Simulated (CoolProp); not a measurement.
Properties of vinyl chloride at several states.

Values from CoolProp's reference Helmholtz-energy equation of state, Thol 2022.

| T (K) | p (MPa) | phase | density (kg/m³) | cv (kJ/(kg K)) | Joule-Thomson coefficient (K/MPa) | isothermal compressibility (1/MPa) |
|---|---|---|---|---|---|---|
| 376.7 | 0.123 | gas | 2.480 | 0.8721 | 13.53 | 8.217 |
| 361.9 | 0.0131 | gas | 0.2724 | [?] | [?] | 76.43 |
| 242.2 | 0.801 | liquid | 1001 | 0.8898 | [?] | [?] |
| 295.1 | 0.11 | gas | 2.861 | 0.7281 | [?] | 9.286 |

Task: Fill in the missing entries.

Result: 
- 361.9, cv (kJ/(kg K)): 0.8436
- 361.9, Joule-Thomson coefficient (K/MPa): 14.93
- 242.2, Joule-Thomson coefficient (K/MPa): -0.3923
- 242.2, isothermal compressibility (1/MPa): 0.001261
- 295.1, Joule-Thomson coefficient (K/MPa): 27.59
